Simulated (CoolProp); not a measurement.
Vapour-liquid equilibrium of CH3F (R41) (1) + chloromethane (R40) (2) at -28.45 °C; x and y are mole fractions of (1).

Model: multi-fluid Helmholtz-energy mixture model, Lemmon 2006 and Thol 2014; pair parameters Bell 2016, in CoolProp.

Question: Give the bubble pressure and the first vapour's composition at x = 0.125, 0.575, 0.8. Is there an azeotrope?

Answer: x = 0.125: 190.9 kPa, y = 0.603; x = 0.575: 544.8 kPa, y = 0.917; x = 0.8: 706.9 kPa, y = 0.964. No azeotrope shows between x = 0.05 and 0.95.

Pair parameters are fitted to limited data, so mixtures are less certain than the pure fluids. The gap from Raoult's law changes sign with composition, which may be real or a fault of the pair parameters; it wasn't checked against measurements.
